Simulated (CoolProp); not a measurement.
Vapour-liquid equilibrium of benzene (1) + octamethylcyclotetrasiloxane (D4) (2) at 0.115 MPa; x and y are mole fractions of (1).

Model: multi-fluid Helmholtz-energy mixture model, Thol 2012 and Thol 2015; pair parameters Bell 2016, in CoolProp.

```tsv
x	bubble temperature, mixture model (°C)	bubble temperature, Raoult's law (°C)	y, mixture model	y, Raoult's law
0.05	170.8	166.2	0.248	0.348
0.2	142.7	136.9	0.709	0.768
0.35	122.4	119.2	0.878	0.896
0.5	109.0	107.2	0.942	0.949
0.65	99.6	98.4	0.971	0.975
0.8	92.2	91.5	0.988	0.989
0.95	86.0	85.9	0.998	0.998
```

The largest gap from Raoult's law is +5.8 K in bubble temperature, at x = 0.2. No azeotrope shows between x = 0.05 and 0.95.

The pair parameters rest on a limited set of measurements; away from them the model extrapolates.
